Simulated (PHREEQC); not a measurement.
Brine: an equilibrium model

Consider water at 30 °C with 1.5 mol NaCl, 0.091 mol K2SO4 and 0.15 mol KBr per kg of water. Closed to the air; pH follows from the charge balance.

The numbers come from PHREEQC with the Pitzer model, pitzer.dat.

Each row changes one thing in this solution. This is a speciation only: nothing precipitates in the calculation.

```json
[
 {"case": "as made", "pH": "6.90", "ionic strength (mol/kgw)": "1.92", "SI of Halite (NaCl)": "-1.62", "SI of Mirabilite (Na2SO4:10H2O)": "-1.63"},
 {"case": "NaCl from 1.5 to 1.35 mol/kgw", "pH": "6.92", "ionic strength (mol/kgw)": "1.77", "SI of Halite (NaCl)": "-1.72", "SI of Mirabilite (Na2SO4:10H2O)": "-1.67"},
 {"case": "K2SO4 from 0.091 to 0.182 mol/kgw", "pH": "6.99", "ionic strength (mol/kgw)": "2.20", "SI of Halite (NaCl)": "-1.65", "SI of Mirabilite (Na2SO4:10H2O)": "-1.41"},
 {"case": "0.58 mol/kgw H2SO4 added", "pH": "0.02", "ionic strength (mol/kgw)": "2.62", "SI of Halite (NaCl)": "-1.55", "SI of Mirabilite (Na2SO4:10H2O)": "-1.70"},
 {"case": "0.17 mol/kgw LiOH added", "pH": "12.79", "ionic strength (mol/kgw)": "…", "SI of Halite (NaCl)": "-1.61", "SI of Mirabilite (Na2SO4:10H2O)": "-1.67"},
 {"case": "diluted 2-fold with water", "pH": "6.93", "ionic strength (mol/kgw)": "0.962", "SI of Halite (NaCl)": "-2.22", "SI of Mirabilite (Na2SO4:10H2O)": "-2.15"},
 {"case": "KBr replaced by KOH at the same molality", "pH": "…", "ionic strength (mol/kgw)": "1.92", "SI of Halite (NaCl)": "-1.63", "SI of Mirabilite (Na2SO4:10H2O)": "-1.64"},
 {"case": "K2SO4 from 0.091 to 0.0091 mol/kgw", "pH": "6.77", "ionic strength (mol/kgw)": "1.68", "SI of Halite (NaCl)": "-1.60", "SI of Mirabilite (Na2SO4:10H2O)": "…"},
 {"case": "diluted 10-fold with water", "pH": "6.95", "ionic strength (mol/kgw)": "0.192", "SI of Halite (NaCl)": "-3.51", "SI of Mirabilite (Na2SO4:10H2O)": "-3.59"}
]
```

Q: What belongs in the gaps?

A: 
- 0.17 mol/kgw LiOH added, ionic strength (mol/kgw): 2.09
- KBr replaced by KOH at the same molality, pH: 12.77
- K2SO4 from 0.091 to 0.0091 mol/kgw, SI of Mirabilite (Na2SO4:10H2O): -2.56

In brines, pH and single-ion activities rest on the MacInnes convention.
